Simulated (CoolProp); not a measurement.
Computed with CoolProp (reference Helmholtz-energy equation of state, Pan 2012).

**Question.** Give the vapour pressure (MPa), liquid density (kg/m³), vapour density (kg/m³), enthalpy of vaporisation (kJ/kg) of saturated R236FA at 333.7, 353.1, 372.6 K.

**Answer.** 
```json
[
 {"T (K)": "333.7", "p (MPa)": "0.774", "liquid density (kg/m³)": "1230", "vapour density (kg/m³)": "52.6", "enthalpy of vaporisation (kJ/kg)": "122"},
 {"T (K)": "353.1", "p (MPa)": "1.25", "liquid density (kg/m³)": "1140", "vapour density (kg/m³)": "88.6", "enthalpy of vaporisation (kJ/kg)": "106"},
 {"T (K)": "372.6", "p (MPa)": "1.91", "liquid density (kg/m³)": "1020", "vapour density (kg/m³)": "151", "enthalpy of vaporisation (kJ/kg)": "84.3"}
]
```
